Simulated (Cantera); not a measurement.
Input: 1 mol toluene, 0.064 mol O2, equilibrated at 140000 Pa.

Cantera equilibrium calculation (NASA polynomials, part measured and part estimated; ideal gas, pure solids and liquids). Candidate condensed phases: C, C6H6, C7H8, C8H18, H2O; 110 gas species. The numbers say what is thermodynamically allowed, not how fast it happens.

x: gas mole fraction; n: condensed amount in mol.

```json
[
 {"T (°C)": "852", "x H2": "0.933", "x CH4": "0.0351", "x CO": "0.0296", "x H2O": "0.00248", "x H": "3.63e-8", "x C2H2 (acetylene)": "2.14e-8", "n C(graphite)": "6.74"},
 {"T (°C)": "902", "x H2": "0.944", "x CH4": "0.0239", "x CO": "0.0303", "x H2O": "0.00139", "x H": "1.01e-7", "x C2H2 (acetylene)": "6.01e-8", "n C(graphite)": "6.78"},
 {"T (°C)": "952", "x H2": "0.952", "x CH4": "0.0167", "x CO": "0.0307", "x H2O": "0.000804", "x H": "2.57e-7", "x C2H2 (acetylene)": "1.55e-7", "n C(graphite)": "6.81"},
 {"T (°C)": "1002", "x H2": "0.957", "x CH4": "0.0119", "x CO": "0.0309", "x H2O": "0.000482", "x H": "6.09e-7", "x C2H2 (acetylene)": "3.67e-7", "n C(graphite)": "6.83"},
 {"T (°C)": "1052", "x H2": "0.960", "x CH4": "0.00866", "x CO": "0.0310", "x H2O": "0.000300", "x H": "1.35e-6", "x C2H2 (acetylene)": "8.17e-7", "n C(graphite)": "6.84"},
 {"T (°C)": "1102", "x H2": "0.962", "x CH4": "0.00645", "x CO": "0.0310", "x H2O": "0.000192", "x H": "2.84e-6", "x C2H2 (acetylene)": "1.71e-6", "n C(graphite)": "6.85"},
 {"T (°C)": "1152", "x H2": "0.964", "x CH4": "0.00490", "x CO": "0.0310", "x H2O": "0.000127", "x H": "5.66e-6", "x C2H2 (acetylene)": "3.40e-6", "n C(graphite)": "6.85"},
 {"T (°C)": "1202", "x H2": "0.965", "x CH4": "(withheld)", "x CO": "0.0310", "x H2O": "(withheld)", "x H": "(withheld)", "x C2H2 (acetylene)": "(withheld)", "n C(graphite)": "6.86"},
 {"T (°C)": "1252", "x H2": "0.966", "x CH4": "0.00298", "x CO": "0.0310", "x H2O": "6.04e-5", "x H": "1.96e-5", "x C2H2 (acetylene)": "1.17e-5", "n C(graphite)": "6.86"},
 {"T (°C)": "1302", "x H2": "0.966", "x CH4": "(withheld)", "x CO": "0.0310", "x H2O": "(withheld)", "x H": "(withheld)", "x C2H2 (acetylene)": "(withheld)", "n C(graphite)": "6.86"},
 {"T (°C)": "1352", "x H2": "0.967", "x CH4": "0.00192", "x CO": "0.0310", "x H2O": "3.14e-5", "x H": "5.86e-5", "x C2H2 (acetylene)": "3.44e-5", "n C(graphite)": "6.86"},
 {"T (°C)": "1402", "x H2": "0.967", "x CH4": "0.00158", "x CO": "0.0310", "x H2O": "2.34e-5", "x H": "9.65e-5", "x C2H2 (acetylene)": "5.62e-5", "n C(graphite)": "6.87"},
 {"T (°C)": "1452", "x H2": "0.967", "x CH4": "0.00131", "x CO": "0.0310", "x H2O": "1.77e-5", "x H": "0.000154", "x C2H2 (acetylene)": "8.91e-5", "n C(graphite)": "6.87"},
 {"T (°C)": "1502", "x H2": "0.967", "x CH4": "0.00110", "x CO": "0.0310", "x H2O": "1.36e-5", "x H": "0.000241", "x C2H2 (acetylene)": "0.000138", "n C(graphite)": "6.87"}
]
```

Task: Some entries are withheld; supply them.

Result: 
- 1202, x CH4: 0.00379
- 1202, x H2O: 8.65e-5
- 1202, x H: 1.08e-5
- 1202, x C2H2 (acetylene): 6.44e-6
- 1302, x CH4: 0.00238
- 1302, x H2O: 4.31e-5
- 1302, x H: 3.45e-5
- 1302, x C2H2 (acetylene): 2.04e-5
